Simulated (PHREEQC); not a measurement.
Consider water at 25 °C with 0.29 mol/kgw Fe(NO3)3 and 5e-05 mol/kgw H3BO3. Closed to the air; pH follows from the charge balance.

Model: ion-association model, phreeqc.dat, run in PHREEQC.

```json
{
 "pH": "1.63",
 "ionic_strength": "1.68 mol/kgw",
 "activity_of_water": "0.980",
 "total_alkalinity": "-580 meq/kg"
}
```

```csv
species,molality,activity,log γ
NO3-,0.870,0.446,-0.290
Fe+3,0.258,0.0152,-1.231
H+,0.0319,0.0233,-0.137
FeOH+2,0.0288,0.00411,-0.845
Fe2(OH)2+4,0.00141,0.000456,-0.490
Fe(OH)2+,9.09e-5,5.73e-5,-0.200
H3BO3,5.00e-5,7.37e-5,0.168
Fe3(OH)4+5,3.17e-5,5.45e-6,-0.765
```

Precipitation was switched off in this run. Examples of supersaturated solids here: Hematite (slow to form), Goethite (slow to form). Others may be too. Caution: at this ionic strength the ion-association model is outside its range; a Pitzer model would be the better tool where its parameters exist.
